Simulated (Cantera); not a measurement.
**Equilibrium for carbothermic reduction: SiO2 + CH4 + CO + C**

Feed: 1 mol SiO2, 1.6 mol CH4, 0.39 mol CO, 4 mol C, at 825 K.

Equilibrium computed with Cantera from the NASA thermochemical tables; the gas is ideal and each condensed phase is pure. Candidate condensed phases: C, C6H6, C7H8, C8H18, H2O, Si, SiC, SiO2; 123 gas species. Equilibrium is a limit: real reactors are often held back by kinetics, nucleation or transport.

```csv
P (Pa),x H2,x CH4,x H2O,x CO,x CO2,n C(graphite),n SiO2(α-quartz)
10,0.891,7.19e-5,0.000122,0.108,5.30e-5,5.60,1.00
68,0.891,0.000488,0.000820,0.107,0.000353,5.60,1.00
460,0.889,0.00329,0.00518,0.100,0.00209,5.61,1.00
3200,0.871,0.0220,0.0258,0.0734,0.00776,5.64,1.00
22000,0.765,0.116,0.0728,0.0343,0.0117,5.50,1.00
150000,0.505,0.346,0.125,0.0131,0.0115,5.09,1.00
1000000,0.251,0.571,0.161,0.00508,0.0116,4.78,1.00
```
x: gas mole fraction; n: condensed amount in mol.

From 10.0 Pa to 1000000 Pa the condensed part is C(graphite) + SiO2(α-quartz).
